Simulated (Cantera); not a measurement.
A Cantera script and its output.

```python
import numpy as np
import cantera as ct

gas = ct.Solution("gri30.yaml")
gas.TP = 300, 68000
flame = ct.CounterflowDiffusionFlame(gas, width=0.02)
flame.fuel_inlet.X, flame.fuel_inlet.T = {'C3H8': 1, 'N2': 0.37}, 623
flame.oxidizer_inlet.X, flame.oxidizer_inlet.T = {'O2': 0.27, 'N2': 0.73}, 423
flame.set_refine_criteria(ratio=3, slope=0.12, curve=0.24, prune=0.03)
show = ['OH', 'H', 'NO', 'CO', 'C2H2']

rows = []
print(f"{'mdot':>8s}{'a_max':>10s}{'a_mean':>10s}{'Tmax/K':>9s}" + "".join(f"{s:>11s}" for s in show) + "   (peak mole fractions)")
for i, mdot in enumerate([0.17, 0.22, 0.29, 0.38, 0.5, 0.65, 0.85, 1.1, 1.5]):  # kg/m2/s on the oxidiser side
    flame.oxidizer_inlet.mdot, flame.fuel_inlet.mdot = mdot, 1.1 * mdot
    flame.solve(loglevel=0, auto=(i == 0))
    if flame.T.max() < max(623, 423) + 100:
        print(f"{mdot:8.3g}  no burning solution found from the previous one")
        break
    dT = np.abs(np.gradient(flame.T, flame.grid))
    rows.append([flame.strain_rate("max"), flame.strain_rate("mean"), flame.T.max(),
                 *(flame.X[gas.species_index(s)].max() for s in show), max(dT[0], dT[-1]) / dT.max()])
    print(f"{mdot:8.3g}{rows[-1][0]:10.1f}{rows[-1][1]:10.1f}{rows[-1][2]:9.1f}" + "".join(f"{x:11.3e}" for x in rows[-1][3:-1]))
```

Output:

```
    mdot     a_max    a_mean   Tmax/K         OH          H         NO         CO       C2H2   (peak mole fractions)
    0.17     212.3      33.0   2243.0  1.274e-02  7.023e-03  4.560e-04  1.023e-01  5.284e-02
    0.22     266.0      42.7   2226.7  1.264e-02  7.308e-03  4.274e-04  1.011e-01  5.160e-02
    0.29     340.4      56.3   2213.4  1.260e-02  7.653e-03  4.027e-04  1.002e-01  5.045e-02
    0.38     433.5      73.8   2197.9  1.248e-02  7.965e-03  3.759e-04  9.906e-02  4.911e-02
     0.5     554.3      97.1   2180.4  1.229e-02  8.255e-03  3.468e-04  9.789e-02  4.762e-02
    0.65     702.0     126.3   2163.3  1.207e-02  8.514e-03  3.178e-04  9.679e-02  4.610e-02
    0.85     894.7     165.1   2145.1  1.181e-02  8.751e-03  2.869e-04  9.583e-02  4.443e-02
     1.1    1130.0     213.7   2129.0  1.157e-02  8.980e-03  2.575e-04  9.523e-02  4.283e-02
     1.5    1494.3     291.4   2104.1  1.112e-02  9.146e-03  2.178e-04  9.452e-02  4.036e-02
```

Computed with Cantera and GRI-Mech 3.0 (53 species, 325 reactions). GRI-Mech 3.0 was tuned for natural gas; its chemistry of propane as a main component is partial and can be far from experiment. GRI-Mech 3.0 has no aromatics or soot, which form on the fuel side of real flames. The maximum strain rate includes the flame's own expansion and is several times the mean.
